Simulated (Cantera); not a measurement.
A Cantera script and what it prints.

```python
import numpy as np
import cantera as ct

gas_names = """
    CL CL2 H HCL H2 N NH NH2 NH3 N2 N2H2 N2H4 Si SiCL SiCL2 SiCL3 SiCL4 SiH SiHCL3 SiH2 SiH2CL2 SiH3
    SiH3CL SiH4 SiN Si2 Si2N Si3
""".split()
cond_names = """
    NH4CL(a) NH4CL(b) Si(cr) Si(L) Si3N4(a)
""".split()


# ... load() reads the species with a 1 bar reference pressure and builds the phases ...
atoms = {
    'SiCl4': {'Si': 1, 'CL': 4},
    'N2': {'N': 2},
    'H2': {'H': 2},
}
top_T = {'Si3N4(a)': 2400}  # K; cautious upper limits of use, not melting points


# ... equilibrate(T, P, feed) seeds the gas with the atoms and calls Mixture.equilibrate('TP', solver="vcs", rtol=1e-11, max_steps=5000) ...
results = []
P = 100000  # Pa
for T in [1173, 1248, 1323, 1398, 1473, 1548, 1623, 1698, 1773, 1848, 1923]:
    for m in [0.94, 3.3, 5.7, 8, 10, 13, 15, 17, 20, 22]:
        feed = {'SiCl4': 1, 'N2': 4.7, 'H2': m}  # mol
        mix = equilibrate(T, P, feed)
        results.append((T, P, feed, dict(zip(mix.species_names, mix.species_moles))))

for T, P, feed, n in results:
    print(f"{T:7g} {feed['H2']:10.4g}  " + (" + ".join(c for c in cond_names if n.get(c, 0) > 1e-12) or "gas only"))
```

It prints:

```
   1173       0.94  Si3N4(a)
   1173        3.3  Si3N4(a)
   1173        5.7  Si3N4(a)
   1173          8  Si3N4(a)
   1173         10  Si3N4(a)
   1173         13  Si3N4(a)
   1173         15  Si3N4(a)
   1173         17  Si3N4(a)
   1173         20  Si3N4(a)
   1173         22  Si3N4(a)
   1248       0.94  Si3N4(a)
   1248        3.3  Si3N4(a)
   1248        5.7  Si3N4(a)
   1248          8  Si3N4(a)
   1248         10  Si3N4(a)
   1248         13  Si3N4(a)
   1248         15  Si3N4(a)
   1248         17  Si3N4(a)
   1248         20  Si3N4(a)
   1248         22  Si3N4(a)
   1323       0.94  Si3N4(a)
   1323        3.3  Si3N4(a)
   1323        5.7  Si3N4(a)
   1323          8  Si3N4(a)
   1323         10  Si3N4(a)
   1323         13  Si3N4(a)
   1323         15  Si3N4(a)
   1323         17  Si3N4(a)
   1323         20  Si3N4(a)
   1323         22  Si3N4(a)
   1398       0.94  Si3N4(a)
   1398        3.3  Si3N4(a)
   1398        5.7  Si3N4(a)
   1398          8  Si3N4(a)
   1398         10  Si3N4(a)
   1398         13  Si3N4(a)
   1398         15  Si3N4(a)
   1398         17  Si3N4(a)
   1398         20  Si3N4(a)
   1398         22  Si3N4(a)
   1473       0.94  Si3N4(a)
   1473        3.3  Si3N4(a)
   1473        5.7  Si3N4(a)
   1473          8  Si3N4(a)
   1473         10  Si3N4(a)
   1473         13  Si3N4(a)
   1473         15  Si3N4(a)
   1473         17  Si3N4(a)
   1473         20  Si3N4(a)
   1473         22  Si3N4(a)
   1548       0.94  Si3N4(a)
   1548        3.3  Si3N4(a)
   1548        5.7  Si3N4(a)
   1548          8  Si3N4(a)
   1548         10  Si3N4(a)
   1548         13  Si3N4(a)
   1548         15  Si3N4(a)
   1548         17  Si3N4(a)
   1548         20  Si3N4(a)
   1548         22  Si3N4(a)
   1623       0.94  Si3N4(a)
   1623        3.3  Si3N4(a)
   1623        5.7  Si3N4(a)
   1623          8  Si3N4(a)
   1623         10  Si3N4(a)
   1623         13  Si3N4(a)
   1623         15  Si3N4(a)
   1623         17  Si3N4(a)
   1623         20  Si3N4(a)
   1623         22  Si3N4(a)
   1698       0.94  Si3N4(a)
   1698        3.3  Si3N4(a)
   1698        5.7  Si3N4(a)
   1698          8  Si3N4(a)
   1698         10  Si3N4(a)
   1698         13  Si3N4(a)
   1698         15  Si3N4(a)
   1698         17  Si3N4(a)
   1698         20  Si3N4(a)
   1698         22  Si3N4(a)
   1773       0.94  gas only
   1773        3.3  Si3N4(a)
   1773        5.7  Si3N4(a)
   1773          8  Si3N4(a)
   1773         10  Si3N4(a)
   1773         13  Si3N4(a)
   1773         15  Si3N4(a)
   1773         17  Si3N4(a)
   1773         20  Si3N4(a)
   1773         22  Si3N4(a)
   1848       0.94  gas only
   1848        3.3  Si3N4(a)
   1848        5.7  Si3N4(a)
   1848          8  Si3N4(a)
   1848         10  Si3N4(a)
   1848         13  Si3N4(a)
   1848         15  Si3N4(a)
   1848         17  Si3N4(a)
   1848         20  Si3N4(a)
   1848         22  Si3N4(a)
   1923       0.94  gas only
   1923        3.3  gas only
   1923        5.7  Si3N4(a)
   1923          8  Si3N4(a)
   1923         10  Si3N4(a)
   1923         13  Si3N4(a)
   1923         15  Si3N4(a)
   1923         17  Si3N4(a)
   1923         20  Si3N4(a)
   1923         22  Si3N4(a)
```

Method: chemical equilibrium by Gibbs-energy minimisation in Cantera with the NASA 1993 tables (ideal gas, pure condensed phases). N2 is the only nitrogen source here; it is nearly inert below about 1500 K, so the nitride shown seldom forms there in practice. The tables' values for SiCl3 are old estimates.
